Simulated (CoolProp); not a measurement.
Vapour-liquid equilibrium of cyclohexane (1) + n-heptane (2) at 329.7 K; x and y are mole fractions of (1).

Model: multi-fluid Helmholtz-energy mixture model, Zhou 2014 and Span 2003; pair parameters Bell 2016, in CoolProp.

### Question
Give the bubble pressure and the first vapour's composition at x = 0.45, 0.55, 0.65. Is there an azeotrope?

### Answer
x = 0.45: 0.03473 MPa, y = 0.605; x = 0.55: 0.03687 MPa, y = 0.693; x = 0.65: 0.03897 MPa, y = 0.772. No azeotrope shows between x = 0.05 and 0.95.

Pair parameters are fitted to limited data, so mixtures are less certain than the pure fluids.
